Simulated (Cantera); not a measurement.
Feed: 1 mol BCl₃, 0.33 mol O₂, 3 mol N₂, 4.2 mol H₂, at 975 °C and 0.000360 bar.

Method: chemical equilibrium by Gibbs-energy minimisation in Cantera with the NASA 1993 tables (ideal gas, pure condensed phases). Candidate condensed phases: B, BN, B₂O₃, B₃O₃H₃, H₂O, NH₄Cl; 49 gas species. N₂ is the only nitrogen source here; it is nearly inert below about 1500 K, so the nitride shown seldom forms there in practice. Mutual solubility and eutectic melting of coexisting phases are not modelled. The tables' values for BOCl are old estimates; treat these amounts as uncertain. Kinetics and transport are ignored.

Base state: HCl 0.356, N₂ 0.323, H₂ 0.320, HBO₂ 0.000987, BOCl 0.000389, HBO 0.000193, H₂O 0.000136, B₂O₃ 0.000116 (mole fractions); condensed: BN(s) + B₂O₃(l).

What changes in the equilibrium state with this change: O₂ from 0.33 to 2.6 mol?


```csv
species,before,after
N₂,0.323,0.319
HCl,0.356,0.314
H₂O,0.000136,0.267
H₂,0.320,2.06e-6
O₂,<1e-9,0.0518
HBO₂,0.000987,0.0437
HBO,0.000193,<1e-9
Cl₂,1.08e-9,0.000130
"BN(s), mol",0.562,0
"B₂O₃(l), mol",0.211,0.292
```
